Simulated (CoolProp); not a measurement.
Vapour-liquid equilibrium of CHF3 (R23) (1) + R22 (2) at 237.6 K; x and y are mole fractions of (1).

Model: multi-fluid Helmholtz-energy mixture model, Penoncello 2003 and Kamei 1995; pair parameters Bell 2016, in CoolProp.

```csv
x,"bubble pressure, mixture model (bar)","bubble pressure, Raoult's law (bar)","y, mixture model","y, Raoult's law"
0.05,1.715,1.639,0.275,0.253
0.2,2.935,2.692,0.625,0.617
0.35,4.051,3.744,0.766,0.776
0.5,5.069,4.797,0.845,0.866
0.65,6.022,5.850,0.899,0.923
0.8,6.962,6.902,0.943,0.963
0.95,7.952,7.955,0.986,0.992
```

The largest gap from Raoult's law is +9.0 % in bubble pressure, at x = 0.2. No azeotrope shows between x = 0.05 and 0.95.

Pair parameters are fitted to limited data, so mixtures are less certain than the pure fluids.
